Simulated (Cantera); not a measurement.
An adiabatic, constant-volume homogeneous reactor starts with CO : H2 : O2 : N2 = 1 : 1 : 0.909 : 3.42 (molar parts), equivalence ratio 1.1, at 1125 K and 1.80 bar. Integrator tolerance rtol = 1e-08.

Detailed kinetics in Cantera: GRI-Mech 3.0 (53 species, 325 reactions).

**Question.** What does this change do: CO 1 to 0.63 parts?

**Answer.** 
| quantity | before | after |
|---|---|---|
| time of steepest temperature rise | 54.4 µs | 52.0 µs |
| temperature at 1.00 s | 2916 K | 2869 K |
| equilibrium temperature | 2916 K | 2869 K |
| x(CO) at 1.00 s | 0.0800 (gas-phase equilibrium 0.0800) | 0.0424 (gas-phase equilibrium 0.0424) |
| x(H2) at 1.00 s | 0.0168 (gas-phase equilibrium 0.0168) | 0.0127 (gas-phase equilibrium 0.0127) |
| x(O2) at 1.00 s | 0.0203 (gas-phase equilibrium 0.0203) | 0.0310 (gas-phase equilibrium 0.0310) |
| x(CO2) at 1.00 s | 0.0959 (gas-phase equilibrium 0.0959) | 0.0751 (gas-phase equilibrium 0.0751) |
| x(N2O) at 1.00 s | 1.17e-6 (gas-phase equilibrium 1.17e-6) | 1.43e-6 (gas-phase equilibrium 1.43e-6) |
